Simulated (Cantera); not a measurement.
What does this Cantera script print?

```python
import numpy as np
import cantera as ct

gas_names = [...]  # 45 gases of nasa_gas.yaml made of Al, Cl, H, N, O
cond_names = """
    AL(cr) AL(L) ALCL3(s) ALCL3(L) ALN(s) AL2O3(a) AL2O3(L) H2O(s) H2O(L) NH4CL(a) NH4CL(b)
""".split()


# ... load() reads the species with a 1 bar reference pressure and builds the phases ...
atoms = {
    'Al2O3': {'AL': 2, 'O': 3},
    'HCl': {'H': 1, 'CL': 1},
    'N2': {'N': 2},
}
top_T = {'ALN(s)': 2750}  # K; cautious upper limits of use, not melting points


# ... equilibrate(T, P, feed) seeds the gas with the atoms and calls Mixture.equilibrate('TP', solver="vcs", rtol=1e-11, max_steps=5000) ...
results = []
feed = {'Al2O3': 1, 'HCl': 50, 'N2': 6.7}  # mol
P = 26000  # Pa
for T in [850, 900, 950, 1000, 1050, 1100, 1150, 1200, 1250, 1300]:
    mix = equilibrate(T, P, feed)
    results.append((T, P, feed, dict(zip(mix.species_names, mix.species_moles))))

top = {s: max(r[3][s] / sum(r[3][g] for g in gas_names) for r in results) for s in gas_names}
cols = sorted((s for s in top if top[s] > 1e-06), key=lambda s: -top[s])[:5]
seen = [c for c in cond_names if any(r[3].get(c, 0) > 1e-12 for r in results)]
print("log10 of partial pressures in bar; condensed amounts in mol")
print(f"{'T/K':>10s}" + "".join(f"{s[:9]:>10s}" for s in cols + seen))
for T, P, feed, n in results:
    ng = sum(n[g] for g in gas_names)
    print(f"{T:10.4g}" + "".join(f"{np.log10(max(n[s] / ng * P / 1e5, 1e-99)):10.3f}" for s in cols)
          + "".join(f"{n.get(c, 0):10.4g}" for c in seen))
```

It prints:

```
log10 of partial pressures in bar; condensed amounts in mol
       T/K       HCL        N2       H2O     ALCL3        CL  AL2O3(a)
       850    -0.640    -1.513    -4.642    -4.818    -7.944    0.9983
       900    -0.640    -1.513    -4.421    -4.598    -7.363    0.9972
       950    -0.640    -1.513    -4.225    -4.401    -6.845    0.9957
      1000    -0.640    -1.512    -4.049    -4.225    -6.381    0.9935
      1050    -0.640    -1.512    -3.890    -4.066    -5.964    0.9906
      1100    -0.640    -1.512    -3.747    -3.923    -5.587     0.987
      1150    -0.640    -1.512    -3.616    -3.792    -5.248    0.9824
      1200    -0.641    -1.512    -3.497    -3.674    -4.940    0.9769
      1250    -0.641    -1.512    -3.389    -3.565    -4.661    0.9703
      1300    -0.641    -1.512    -3.289    -3.465    -4.407    0.9626
```

Method: chemical equilibrium by Gibbs-energy minimisation in Cantera with the NASA 1993 tables (ideal gas, pure condensed phases). Condensed phases not in the tables: AlOCl.
